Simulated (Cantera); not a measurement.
Thermodynamics of hydrogen reduction and annealing atmospheres, feed SiO2 + H2 + H2O

Charge: 1 mol SiO2, 540 mol H2, a varied amount of H2O, held at 1.00 bar.

Method: chemical equilibrium by Gibbs-energy minimisation in Cantera with the NASA 1993 tables (ideal gas, pure condensed phases). Candidate condensed phases: H2O, Si, SiO2; 18 gas species. The tables hold silica as quartz up to 1696 K and as liquid above; real silica turns to tridymite and cristobalite and melts near 1996 K. Gases not in the tables: Si(OH)4. The numbers say what is thermodynamically allowed, not how fast it happens.

Map the stable condensed phases over T = 1750, 1775, 1800, 1825, 1850, 1875, 1900, 1925, 1950, 1975 K and n(H2O) in mol = 0.86, 1.1, 1.4, 1.8, 2.3, 2.9, 3.7, 4.8.


```
T in K \ n(H2O) in mol
         0.86  1.1  1.4  1.8  2.3  2.9  3.7  4.8
   1975     A    A    A    A    A    A    A    A
   1950     A    A    A    A    A    A    A    A
   1925     A    A    A    A    A    A    A    A
   1900     A    A    A    A    A    A    B    B
   1875     A    A    A    B    B    B    B    B
   1850     B    B    B    B    B    B    B    B
   1825     B    B    B    B    B    B    B    B
   1800     B    B    B    B    B    B    B    B
   1775     B    B    B    B    B    B    B    B
   1750     B    B    B    B    B    B    B    B
```
A: gas only; B: SiO2.
